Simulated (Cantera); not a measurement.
A freely propagating, adiabatic, planar premixed flame of 10.1 % CO, 0.954 % H₂, 4.17 % CH₄, 16.0 % O₂, 68.8 % N₂, equivalence ratio 0.87, unburnt at 300 K and 2.50 bar; mixture-averaged transport, grid criteria slope 0.08 and curve 0.16, no radiation.

Computed with Cantera and GRI-Mech 3.0 (53 species, 325 reactions). Burning velocities carry a grid error of a few per cent, more on coarse grids.

**Question.** Predict: laminar burning velocity; thermal thickness; peak x(CH₂CO); peak x(O); peak x(CH₂O).

**Answer.** 
```
Property                      Value
------------------------  ---------
laminar burning velocity  26.4 cm/s
thermal thickness          0.247 mm
peak x(CH₂CO)               1.46e-5
peak x(O)                   0.00296
peak x(CH₂O)               0.000497
```
